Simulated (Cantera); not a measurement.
Charge: 1 mol Ta2O5, 1.8 mol CH4, 0.14 mol H2, 15 mol CO, equilibrated at 950 °C and 10000 Pa.

Equilibrium computed with Cantera from the NASA thermochemical tables; the gas is ideal and each condensed phase is pure. Candidate condensed phases: C, C6H6, C7H8, C8H18, H2O, Ta, TaC, Ta2O5; 113 gas species. Kinetics and transport are ignored.

Base state: CO 0.799, H2 0.199, CO2 0.000879, H2O 0.000320, CH4 5.30e-5 (mole fractions); condensed: C(graphite) + Ta2O5(s).

Question: What changes in the equilibrium state with this change: Ta2O5 replaced by Fe2O3?

Answer: 
| species | before | after |
|---|---|---|
| CO | 0.799 | 0.774 |
| H2 | 0.199 | 0.168 |
| CO2 | 0.000879 | 0.0444 |
| H2O | 0.000320 | 0.0141 |
| CH4 | 5.30e-5 | 6.98e-7 |
| C(graphite), mol | 1.82 | 0 |
| Ta2O5(s), mol | 1.00 | 0 |
| Fe(γ), mol | 0 | 2.00 |
Further candidate phases: Fe, Fe(CO)5, FeO, Fe(OH)2, Fe(OH)3, Fe2O3, Fe3O4.
